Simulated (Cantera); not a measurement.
A Cantera script and its output.

```python
import numpy as np
import cantera as ct

gas = ct.Solution("gri30.yaml")
gas.TPX = 1275, 5800, {'N2O': 1, 'H2O': 0.19}
reactor = ct.IdealGasConstPressureReactor(gas, energy="off", clone=False)
net = ct.ReactorNet([reactor])
net.rtol, net.atol = 1e-08, 1e-18
show = ['N2O', 'H2O', 'H2O2', 'NO', 'H', 'NO2']
times = np.geomspace(5e-06, 20, 9)

steps = ct.SolutionArray(gas, extra=["t"])
rows = []
print(f"{'t/s':>10s}{'T/K':>9s}{'P/Pa':>11s}" + "".join(f"{s:>11s}" for s in show))
for t in times:
    while net.time < t:
        t_next = net.step()
        steps.append(gas.state, t=t_next)
    rows.append([np.interp(t, steps.t, y) for y in (steps.T, steps.P, *steps(*show).X.T)])
    print(f"{t:10.3e}{rows[-1][0]:9.1f}{rows[-1][1]:11.4g}" + "".join(f"{x:11.3e}" for x in rows[-1][2:]))
rate = np.gradient(steps.T, steps.t)
print("integrator steps:", len(steps.t))
if steps.T.max() > steps.T[0] + 200:
    print(f"time of steepest temperature rise: {steps.t[rate.argmax()]:.4e} s")
gas.TPX = 1275, 5800, {'N2O': 1, 'H2O': 0.19}
gas.equilibrate("TP")
print(f"equilibrium (TP): T = {gas.T:.1f} K  " + "  ".join(f"{s} {gas[s].X[0]:.3e}" for s in show))
```

It prints:

```
       t/s      T/K       P/Pa        N2O        H2O       H2O2         NO          H        NO2
 5.000e-06   1275.0       5800  8.403e-01  1.597e-01  2.443e-17  3.608e-09  2.197e-14  5.496e-18
 3.344e-05   1275.0       5800  8.403e-01  1.597e-01  4.539e-14  1.431e-07  2.015e-11  9.282e-15
 2.236e-04   1275.0       5800  8.403e-01  1.597e-01  6.044e-11  3.426e-06  2.264e-09  2.900e-11
 1.495e-03   1275.0       5800  8.399e-01  1.596e-01  3.157e-08  3.213e-05  2.122e-08  1.020e-07
 1.000e-02   1275.0       5800  8.374e-01  1.595e-01  1.997e-07  2.143e-04  4.009e-08  1.581e-05
 6.687e-02   1275.0       5800  8.209e-01  1.585e-01  1.120e-07  1.306e-03  3.879e-08  2.203e-04
 4.472e-01   1275.0       5800  7.223e-01  1.530e-01  3.665e-08  8.177e-03  3.232e-08  6.976e-04
 2.991e+00   1275.0       5800  3.470e-01  1.319e-01  1.331e-08  3.468e-02  3.891e-08  5.076e-04
 2.000e+01   1275.0       5800  1.150e-02  1.130e-01  4.988e-09  5.599e-02  2.194e-08  8.024e-05
integrator steps: 1462
equilibrium (TP): T = 1275.0 K  N2O 4.856e-09  H2O 1.124e-01  H2O2 6.642e-10  NO 3.466e-04  H 6.730e-10  NO2 1.188e-06
```

Cantera simulation using GRI-Mech 3.0 (53 species, 325 reactions); the numbers are that mechanism's predictions, not measurements. GRI-Mech 3.0 was tuned for natural gas; its chemistry of N2O as a main component is partial and can be far from experiment. The mechanism lacks the step 2 NO + O2 → 2 NO2, which can matter for NO2 below about 1400 K. The temperature is held fixed by assumption; the heat of reaction is taken as removed at once.
